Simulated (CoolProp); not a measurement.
Values from CoolProp's reference Helmholtz-energy equation of state, Thol 2019.

Question: For n-pentane, give the phase and the Z, cp (kJ/(kg K)), cv (kJ/(kg K)) at -78.15 °C and 12.3 MPa.

Answer: 
- -78.15 °C and 12.3 MPa: liquid; Z 0.756, cp 1.98, cv 1.48
